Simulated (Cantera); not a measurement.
Feed: 1 mol SiHCl₃, 0.036 mol Cl₂, 280 mol N₂, at 1350 °C.

Method: chemical equilibrium by Gibbs-energy minimisation in Cantera with the NASA 1993 tables (ideal gas, pure condensed phases). Candidate condensed phases: NH₄Cl, Si, Si₃N₄; 28 gas species. The tables' values for SiCl₃ are old estimates; treat these amounts as uncertain. Rates play no part.

log p: log10 of the partial pressure in bar; n: condensed amount in mol.

```json
[
 {"P (Pa)": "100", "log p N₂": "-3.00", "log p SiCl₂": "-5.46", "log p HCl": "?", "log p SiCl₄": "-9.00", "log p SiCl₃": "-7.41", "log p Cl": "-6.30", "log p H₂": "-6.90", "n Si₃N₄(s)": "0"},
 {"P (Pa)": "460", "log p N₂": "-2.34", "log p SiCl₂": "-4.80", "log p HCl": "?", "log p SiCl₄": "-7.45", "log p SiCl₃": "-6.31", "log p Cl": "-5.85", "log p H₂": "-6.44", "n Si₃N₄(s)": "0"},
 {"P (Pa)": "2100", "log p N₂": "-1.68", "log p SiCl₂": "-4.16", "log p HCl": "?", "log p SiCl₄": "-6.16", "log p SiCl₃": "-5.34", "log p Cl": "-5.53", "log p H₂": "-5.77", "n Si₃N₄(s)": "0"},
 {"P (Pa)": "9600", "log p N₂": "-1.02", "log p SiCl₂": "-3.52", "log p HCl": "?", "log p SiCl₄": "-5.12", "log p SiCl₃": "-4.50", "log p Cl": "-5.33", "log p H₂": "-4.88", "n Si₃N₄(s)": "0"},
 {"P (Pa)": "44000", "log p N₂": "-0.36", "log p SiCl₂": "-2.96", "log p HCl": "?", "log p SiCl₄": "-3.94", "log p SiCl₃": "-3.63", "log p Cl": "-5.02", "log p H₂": "-4.18", "n Si₃N₄(s)": "0.0244"},
 {"P (Pa)": "200000", "log p N₂": "0.30", "log p SiCl₂": "-2.61", "log p HCl": "?", "log p SiCl₄": "-2.80", "log p SiCl₃": "-2.89", "log p Cl": "-4.62", "log p H₂": "-3.64", "n Si₃N₄(s)": "0.0825"}
]
```

Q: Fill in the missing entries.

A: 
- 100, log p HCl: -5.49
- 460, log p HCl: -4.81
- 2100, log p HCl: -4.15
- 9600, log p HCl: -3.50
- 44000, log p HCl: -2.85
- 200000, log p HCl: -2.18
